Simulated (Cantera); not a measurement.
Mixture: CH3OH : O2 : N2 = 1 : 2.38 : 8.95 (molar parts), equivalence ratio 0.63, at 1.00 atm, adiabatic and at constant pressure. Ignition delay is the time to a rise of 400 K.

Cantera simulation using GRI-Mech 3.0 (53 species, 325 reactions); the numbers are that mechanism's predictions, not measurements. GRI-Mech 3.0 was tuned for natural gas; its chemistry of methanol as a main component is partial and can be far from experiment.

Q: Predict: delay at 1075 K; delay at 1225 K; delay at 1375 K; delay at 1525 K; delay at 1675 K; apparent activation energy between 1600 and 1750 K.

A: 
```json
{
 "delay at 1075 K": "0.105 s",
 "delay at 1225 K": "7.05 ms",
 "delay at 1375 K": "0.938 ms",
 "delay at 1525 K": "0.212 ms",
 "delay at 1675 K": "68.5 µs",
 "apparent activation energy between 1600 and 1750 K": "160 kJ/mol"
}
```
